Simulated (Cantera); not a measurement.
A perfectly stirred reactor is fed with 35.7 % CH4, 64.3 % CO2, at 1000000 Pa; it is held at 1273 K, and followed from long to short residence time.

Cantera simulation using GRI-Mech 3.0 (53 species, 325 reactions); the numbers are that mechanism's predictions, not measurements.

x: mole fraction; the columns are a selection and need not sum to one.

```
τ (s)    x CH4  x CO2    x O2   x C2H    x CH2O     x HCO   x CH2CO
-------  -----  -----  ------  ------  --------  --------  --------
4.3      0.331  0.623  <1e-12  <1e-12   9.37e-8  3.50e-12       ___
1.6      0.347  0.637  <1e-12  <1e-12   8.42e-8    <1e-12       ___
0.58     0.353  0.642  <1e-12  <1e-12   8.19e-8    <1e-12       ___
0.21     0.356  0.643  <1e-12  <1e-12   7.24e-8    <1e-12  2.32e-10
0.079    0.357  0.643  <1e-12  <1e-12   5.38e-8    <1e-12  2.15e-11
0.029    0.357  0.643  <1e-12  <1e-12   3.11e-8    <1e-12  2.12e-12
0.011    0.357  0.643  <1e-12  <1e-12   1.47e-8    <1e-12    <1e-12
0.0039   0.357  0.643  <1e-12  <1e-12   5.47e-9    <1e-12    <1e-12
0.0014   0.357  0.643  <1e-12  <1e-12   1.74e-9    <1e-12    <1e-12
0.00053  0.357  0.643  <1e-12  <1e-12  4.48e-10    <1e-12    <1e-12
```

What belongs in the gaps?


- 4.3, x CH2CO: 1.89e-7
- 1.6, x CH2CO: 2.67e-8
- 0.58, x CH2CO: 2.70e-9
